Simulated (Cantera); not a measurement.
A closed system holds: 1 mol SiH2Cl2, 4.8 mol H2, at 998.15 K and 720 Torr.

These are equilibrium values from Cantera (NASA tables, ideal gas, pure condensed phases), not measurements of a reactor. The tables' values for SiCl3 are old estimates; treat these amounts as uncertain. The numbers say what is thermodynamically allowed, not how fast it happens.

```tsv
species	before	after
H2	0.903	0.909
SiCl4	0.0510	0.0517
SiHCl3	0.0331	0.0358
HCl	0.00966	0.00162
SiCl2	0.000175	3.20e-6
SiCl3	0.000603	4.34e-5
SiH3Cl	4.12e-5	2.87e-5
SiH2Cl2	0.00231	0.00210
Si(s), mol	0.454	0.440
```
Gas species are given as mole fractions.

Name the change that produced these shifts.
A. H2 from 4.8 to 700 mol
B. temperature from 998.15 K to 1073.15 K
C. temperature from 998.15 K to 825 K
D. SiH2Cl2 replaced by SiHCl3

C, temperature from 998.15 K to 825 K
